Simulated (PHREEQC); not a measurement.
Consider water at 25 °C with 38 mmol/kgw CuSO4, 3.2 mmol/kgw HBF4 and 2 mmol/kgw KCl. Closed to the air; pH follows from the charge balance.

Equilibrium calculation in PHREEQC: ion-association model, wateq4f.dat.

Each row changes one thing in this solution. This is a speciation only: nothing precipitates in the calculation.

```tsv
case	pH	ionic strength (mol/kgw)	HF (mol/kgw)	F- (mol/kgw)	H2F2 (mol/kgw)	HF2- (mol/kgw)
as made	2.76	0.0938	0.00275	0.00140	2.02e-5	1.52e-5
HBF4 replaced by (CH3)4NF at the same molality	4.80	0.0945	4.80e-5	___	6.14e-9	5.11e-7
KCl replaced by CuCl2 at the same molality	2.75	0.0960	0.00276	0.00140	2.02e-5	___
diluted 100-fold with water	3.98	0.00157	___	0.000111	___	7.03e-9
CuSO4 left out	___	0.00507	0.00341	0.000857	3.03e-5	1.12e-5
temperature from 25 to 70 °C	3.01	0.0890	0.00490	0.00188	1.11e-5	4.11e-5
KCl from 0.002 to 0.01 mol/kgw	2.76	0.103	0.00275	0.00141	2.01e-5	1.52e-5
```

**Question.** Complete the blanks.

**Answer.** 
- HBF4 replaced by (CH3)4NF at the same molality, F- (mol/kgw): 0.00272
- KCl replaced by CuCl2 at the same molality, HF2- (mol/kgw): 1.51e-5
- diluted 100-fold with water, HF (mol/kgw): 1.65e-5
- diluted 100-fold with water, H2F2 (mol/kgw): 7.11e-10
- CuSO4 left out, pH: 2.54

Some of these states are supersaturated (in Antlerite, Brochantite, for instance). At this temperature some constants are extrapolated from 25 °C, and those without enthalpy data are left unchanged. Real BF4- forms and hydrolyses slowly; the run takes it at equilibrium.
